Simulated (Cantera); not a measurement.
A Cantera script and what it prints.

```python
import numpy as np
import cantera as ct

gas_names = """
    CL CLF CLF3 CL2 Cs CsCL CsF Cs2 Cs2CL2 Cs2F2 F F2 H HCL HF H2 H2F2 H3F3 H4F4 H5F5 H6F6 H7F7
""".split()
cond_names = """
    Cs(cr) Cs(L) CsCL(a) CsCL(b) CsCL(L) CsF(s) CsF(L)
""".split()


# ... load() reads the species with a 1 bar reference pressure and builds the phases ...
atoms = {
    'CsF': {'Cs': 1, 'F': 1},
    'HCl': {'H': 1, 'CL': 1},
    'H2': {'H': 2},
}
top_T = {}  # K; cautious upper limits of use, not melting points


# ... equilibrate(T, P, feed) seeds the gas with the atoms and calls Mixture.equilibrate('TP', solver="vcs", rtol=1e-11, max_steps=5000) ...
results = []
T = 1600  # K
P = 13332.2  # Pa
for m in [0.056, 0.085, 0.13, 0.2, 0.3, 0.45, 0.68, 1, 1.6, 2.4]:
    feed = {'CsF': 1, 'HCl': m, 'H2': 0.12}  # mol
    mix = equilibrate(T, P, feed)
    results.append((T, P, feed, dict(zip(mix.species_names, mix.species_moles))))
    x = sorted(zip(gas.X, gas.species_names), reverse=True)
    print(f"T = {T:g} K  P = {P:g} Pa  n(HCl) = {m:g} mol  gas = {mix.phase_moles(0):.4g} mol")
    print("   x: " + "  ".join(f"{s} {v:.3e}" for v, s in x if v > 1e-06))
    print("   condensed (mol): " + ("  ".join(f"{mix.phase(i).name} {mix.phase_moles(i):.4g}"
          for i in range(1, mix.n_phases) if mix.phase_moles(i) > 1e-12) or "none"))
```

It prints:

```
T = 1600 K  P = 13332.2 Pa  n(HCl) = 0.056 mol  gas = 1.168 mol
   x: CsF 7.786e-01  H2 9.874e-02  HF 5.591e-02  CsCL 4.774e-02  Cs2F2 1.091e-02  Cs 7.986e-03  Cs2CL2 8.927e-05  H 4.679e-05  HCL 2.869e-05
   condensed (mol): none
T = 1600 K  P = 13332.2 Pa  n(HCl) = 0.085 mol  gas = 1.196 mol
   x: CsF 7.397e-01  H2 9.753e-02  HF 7.650e-02  CsCL 7.060e-02  Cs2F2 9.845e-03  Cs 5.511e-03  Cs2CL2 1.952e-04  HCL 6.109e-05  H 4.650e-05
   condensed (mol): none
T = 1600 K  P = 13332.2 Pa  n(HCl) = 0.13 mol  gas = 1.241 mol
   x: CsF 6.808e-01  HF 1.081e-01  CsCL 1.037e-01  H2 9.488e-02  Cs2F2 8.339e-03  Cs 3.539e-03  Cs2CL2 4.215e-04  HCL 1.379e-04  H 4.586e-05
   condensed (mol): none
T = 1600 K  P = 13332.2 Pa  n(HCl) = 0.2 mol  gas = 1.312 mol
   x: CsF 5.953e-01  HF 1.542e-01  CsCL 1.504e-01  H2 9.039e-02  Cs2F2 6.375e-03  Cs 2.118e-03  Cs2CL2 8.853e-04  HCL 3.260e-04  H 4.477e-05
   condensed (mol): none
T = 1600 K  P = 13332.2 Pa  n(HCl) = 0.3 mol  gas = 1.412 mol
   x: CsF 4.866e-01  HF 2.128e-01  CsCL 2.082e-01  H2 8.433e-02  Cs2F2 4.261e-03  Cs2CL2 1.698e-03  Cs 1.212e-03  HCL 7.621e-04  H 4.324e-05
   condensed (mol): none
T = 1600 K  P = 13332.2 Pa  n(HCl) = 0.45 mol  gas = 1.562 mol
   x: CsF 3.490e-01  HF 2.867e-01  CsCL 2.800e-01  H2 7.648e-02  Cs2CL2 3.070e-03  Cs2F2 2.191e-03  HCL 1.925e-03  Cs 6.143e-04  H 4.118e-05
   condensed (mol): none
T = 1600 K  P = 13332.2 Pa  n(HCl) = 0.68 mol  gas = 1.79 mol
   x: HF 3.739e-01  CsCL 3.634e-01  CsF 1.835e-01  H2 6.691e-02  HCL 6.195e-03  Cs2CL2 5.171e-03  Cs2F2 6.061e-04  Cs 2.317e-04  H 3.852e-05  CL 2.820e-06
   condensed (mol): none
T = 1600 K  P = 13332.2 Pa  n(HCl) = 1 mol  gas = 2.105 mol
   x: HF 4.357e-01  CsCL 4.218e-01  H2 5.697e-02  HCL 3.925e-02  CsF 3.918e-02  Cs2CL2 6.967e-03  Cs 3.917e-05  H 3.554e-05  Cs2F2 2.762e-05  CL 1.937e-05
   condensed (mol): none
T = 1600 K  P = 13332.2 Pa  n(HCl) = 1.6 mol  gas = 2.707 mol
   x: HF 3.646e-01  CsCL 3.548e-01  HCL 2.263e-01  H2 4.438e-02  Cs2CL2 4.929e-03  CsF 4.783e-03  CL 1.265e-04  H 3.137e-05  Cs 5.043e-06
   condensed (mol): none
T = 1600 K  P = 13332.2 Pa  n(HCl) = 2.4 mol  gas = 3.51 mol
   x: HCL 4.003e-01  HF 2.833e-01  CsCL 2.772e-01  H2 3.430e-02  Cs2CL2 3.010e-03  CsF 1.642e-03  CL 2.545e-04  H 2.758e-05  Cs 1.959e-06
   condensed (mol): none
```

Cantera equilibrium calculation (NASA polynomials, part measured and part estimated; ideal gas, pure solids and liquids).
